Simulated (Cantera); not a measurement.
Cantera run, input and output.

```python
import numpy as np
import cantera as ct

gas = ct.Solution("gri30.yaml")
gas.TPX = 1473, 19000, {'CO': 0.001, 'O2': 0.0021, 'H2O': 0.00054, 'N2': 1, 'H2': 0.023}
reactor = ct.IdealGasConstPressureReactor(gas, energy="off", clone=False)
net = ct.ReactorNet([reactor])
net.rtol, net.atol = 1e-08, 1e-18
show = ['CO', 'O2', 'H2O', 'HO2', 'H2O2']
times = np.geomspace(3e-06, 100, 9)

steps = ct.SolutionArray(gas, extra=["t"])
rows = []
print(f"{'t/s':>10s}{'T/K':>9s}{'P/Pa':>11s}" + "".join(f"{s:>11s}" for s in show))
for t in times:
    while net.time < t:
        t_next = net.step()
        steps.append(gas.state, t=t_next)
    rows.append([np.interp(t, steps.t, y) for y in (steps.T, steps.P, *steps(*show).X.T)])
    print(f"{t:10.3e}{rows[-1][0]:9.1f}{rows[-1][1]:11.4g}" + "".join(f"{x:11.3e}" for x in rows[-1][2:]))
rate = np.gradient(steps.T, steps.t)
print("integrator steps:", len(steps.t))
if steps.T.max() > steps.T[0] + 200:
    print(f"time of steepest temperature rise: {steps.t[rate.argmax()]:.4e} s")
gas.TPX = 1473, 19000, {'CO': 0.001, 'O2': 0.0021, 'H2O': 0.00054, 'N2': 1, 'H2': 0.023}
gas.equilibrate("TP")
print(f"equilibrium (TP): T = {gas.T:.1f} K  " + "  ".join(f"{s} {gas[s].X[0]:.3e}" for s in show))
```

It prints:

```
       t/s      T/K       P/Pa         CO         O2        H2O        HO2       H2O2
 3.000e-06   1473.0    1.9e+04  9.741e-04  2.046e-03  5.260e-04  1.196e-10  3.302e-14
 2.615e-05   1473.0    1.9e+04  9.741e-04  2.046e-03  5.260e-04  1.035e-09  2.061e-12
 2.280e-04   1473.0    1.9e+04  9.741e-04  2.045e-03  5.260e-04  8.503e-09  5.113e-11
 1.987e-03   1473.0    1.9e+04  9.740e-04  2.039e-03  5.385e-04  6.571e-08  4.527e-10
 1.732e-02   1473.0    1.9e+04  8.893e-04  5.145e-07  4.505e-03  3.002e-11  8.688e-11
 1.510e-01   1473.0    1.9e+04  8.844e-04  5.920e-08  4.524e-03  3.802e-12  1.720e-11
 1.316e+00   1473.0    1.9e+04  8.872e-04  1.287e-09  4.536e-03  9.157e-14  5.536e-13
 1.147e+01   1473.0    1.9e+04  8.877e-04  1.840e-11  4.538e-03  1.374e-15  8.544e-15
 1.000e+02   1473.0    1.9e+04  8.877e-04  6.720e-13  4.538e-03  5.566e-17  3.160e-16
integrator steps: 1932
equilibrium (TP): T = 1473.0 K  CO 8.877e-04  O2 5.544e-13  H2O 4.538e-03  HO2 4.645e-17  H2O2 2.610e-16
```

Model: GRI-Mech 3.0 (53 species, 325 reactions), integrated in Cantera.
